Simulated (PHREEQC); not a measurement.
Make-up at 28 °C: 0.00096 mol/kgw LiOH, 0.00022 mol/kgw H4SiO4 and 6e-05 mol/kgw Na2CO3. Closed to the air; pH follows from the charge balance.

All values are PHREEQC results (ion-association model, phreeqc.dat), not measurements.

```
quantity                    before     after
------------------------  --------  --------
pH                           10.77     10.03
ionic strength (mol/kgw)   0.00113   0.00111
H3SiO4- (mol/kgw)         0.000199  0.000175
CO3-2 (mol/kgw)            4.59e-5   2.73e-5
H4SiO4 (mol/kgw)           2.00e-5   4.46e-5
HCO3- (mol/kgw)            1.40e-5   3.25e-5
SI of Quartz (SiO2)          -0.76     -0.77
```

### Question
Name the change that produced these shifts.
(A) temperature from 28 to 55 °C
(B) Na2CO3 from 6e-05 to 1.2e-05 mol/kgw
(C) H4SiO4 replaced by (NH4)2SiF6 at the same molality
(D) diluted 100-fold with water

### Answer
A, temperature from 28 to 55 °C

Precipitation was switched off in this run. Away from 25 °C the constants follow the database's enthalpies or fits; those with neither stay at their 25 °C values.
